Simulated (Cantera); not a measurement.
## Premixed flame

A freely propagating, adiabatic, planar premixed flame of H2 : O2 : N2 = 1 : 0.602 : 2.27 (molar parts), equivalence ratio 0.83, unburnt at 500 K and 1.60 bar; mixture-averaged transport, grid criteria slope 0.08 and curve 0.16, no radiation.

Cantera simulation using the H2/O2 subset of GRI-Mech 3.0, which has no nitrogen chemistry; the numbers are that mechanism's predictions, not measurements. Burning velocities carry a grid error of a few per cent, more on coarse grids.

```csv
z (mm),T (K),u (m/s),x H2,x O2,x H2O,x OH,x H,x H2O2
-0.688,500,4.37,0.258,0.155,<1e-8,<1e-8,<1e-8,<1e-8
-0.459,500,4.37,0.258,0.155,<1e-8,<1e-8,<1e-8,<1e-8
-0.344,500,4.37,0.258,0.155,8.56e-8,<1e-8,<1e-8,<1e-8
-0.229,500,4.37,0.258,0.156,2.19e-6,<1e-8,<1e-8,1.38e-8
-0.115,524,4.52,0.247,0.157,0.00101,2.64e-5,2.66e-5,1.00e-5
-0.0574,781,6.52,0.205,0.152,0.0247,0.000942,0.00294,4.96e-5
0,1227,9.92,0.121,0.117,0.104,0.00325,0.0191,1.32e-5
0.0574,1544,12.4,0.0533,0.0687,0.188,0.00907,0.0314,4.62e-6
0.115,1710,13.6,0.0322,0.0494,0.220,0.0130,0.0296,2.54e-6
0.229,1879,14.8,0.0254,0.0418,0.237,0.0155,0.0209,1.31e-6
0.459,2036,15.9,0.0205,0.0379,0.250,0.0160,0.0123,7.50e-7
0.918,2165,16.8,0.0146,0.0348,0.263,0.0147,0.00617,4.99e-7
1.84,2259,17.4,0.00905,0.0327,0.274,0.0123,0.00266,3.71e-7
```
x: mole fraction of selected species; z is measured from the peak of heat release.

| Item | Value |
|---|---|
| laminar burning velocity | 437 cm/s |
| thermal thickness | 0.229 mm |
| peak x(OH) | 0.0161 |
| peak x(H) | 0.0318 |
| peak x(H2O2) | 5.03e-5 |
| grid points | 108 |
